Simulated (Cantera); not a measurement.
A perfectly stirred reactor is fed with 17.1 % H2, 9.52 % O2, 73.3 % N2, equivalence ratio 0.90, at 0.220 bar; it is held at 900 K, and followed from long to short residence time.

Cantera simulation using GRI-Mech 3.0 (53 species, 325 reactions); the numbers are that mechanism's predictions, not measurements. Below about 950 K walls govern HO2 and H2O2 in real vessels. The temperature is held fixed by assumption; the heat of reaction is taken as removed at once.

Task: Predict: x(H2) at τ = 13.0 s; x(O2) at τ = 13.0 s; x(H2O2) at τ = 13.0 s; x(NO) at τ = 13.0 s; x(H2) at τ = 0.100 s; x(O2) at τ = 0.100 s; x(H2O2) at τ = 0.100 s; x(NO) at τ = 0.100 s.

Result: x(H2) at τ = 13.0 s: 0.00324
x(O2) at τ = 13.0 s: 0.0120
x(H2O2) at τ = 13.0 s: 1.92e-6
x(NO) at τ = 13.0 s: 3.11e-9
x(H2) at τ = 0.100 s: 0.0159
x(O2) at τ = 0.100 s: 0.0183
x(H2O2) at τ = 0.100 s: 2.22e-7
x(NO) at τ = 0.100 s: 5.30e-8
